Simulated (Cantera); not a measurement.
A perfectly stirred reactor is fed with CO : H2 : CH4 : O2 : N2 = 1 : 0.093 : 0.33 : 1.44 : 5.4 (molar parts), equivalence ratio 0.84, at 0.820 bar; it is adiabatic with a 375 K inlet, and is followed from long to short residence time, starting on the burning branch (τ in s: 0.45, 0.14, 0.046, 0.015, 0.0048, 0.0015, 0.00049, 0.00016, 5.1e-05).

Computed with Cantera and GRI-Mech 3.0 (53 species, 325 reactions).

### Question
Predict: blow-out, bracketed by the residence times tried; x(CO) at τ = 0.450 s; x(H2) at τ = 0.450 s; x(CH4) at τ = 0.450 s; x(NO2) at τ = 0.450 s; x(CO) at τ = 4.80 ms; x(H2) at τ = 4.80 ms; x(CH4) at τ = 4.80 ms; x(NO2) at τ = 4.80 ms.

### Answer
```
Item                                                                            Value
------------------------------------------------  -----------------------------------
blow-out, bracketed by the residence times tried  burning at 0.160 ms, out at 51.0 µs
x(CO) at τ = 0.450 s                                                          0.00760
x(H2) at τ = 0.450 s                                                         0.000819
x(CH4) at τ = 0.450 s                                                         4.36e-7
x(NO2) at τ = 0.450 s                                                         1.34e-6
x(CO) at τ = 4.80 ms                                                           0.0257
x(H2) at τ = 4.80 ms                                                          0.00315
x(CH4) at τ = 4.80 ms                                                         1.55e-5
x(NO2) at τ = 4.80 ms                                                         4.23e-8
```
